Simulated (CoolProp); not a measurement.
A closed Brayton cycle with carbon dioxide: compressor inlet 325.15 K and 8.5 MPa, high pressure 28.5 MPa, turbine inlet 755 K, compressor efficiency 0.89, turbine efficiency 0.93, recuperator effectiveness 0.9 (on enthalpy, no pinch check). Each further row changes one setting.

Computed with CoolProp (reference Helmholtz-energy equation of state, Span 1996).

```tsv
case	thermal efficiency (%)	net work (kJ/kg)	compressor to turbine work	compressor exit (K)	turbine exit (K)
as stated	32.9	83.6	0.42	423.6	614.4
turbine inlet 705 K	30.3	71.8	…	423.6	569.6
compressor inlet 335.15 K	31.3	…	…	441.8	614.4
high pressure 24.2 MPa	…	76.3	…	…	…
recuperator effectiveness 0.5	…	83.6	0.42	423.6	614.4
```

Q: Complete the blanks.

A: 
- turbine inlet 705 K, compressor to turbine work: 0.46
- compressor inlet 335.15 K, net work (kJ/kg): 75.8
- compressor inlet 335.15 K, compressor to turbine work: 0.48
- high pressure 24.2 MPa, thermal efficiency (%): 32.6
- high pressure 24.2 MPa, compressor to turbine work: 0.40
- high pressure 24.2 MPa, compressor exit (K): 410.0
- high pressure 24.2 MPa, turbine exit (K): 632.8
- recuperator effectiveness 0.5, thermal efficiency (%): 24.5
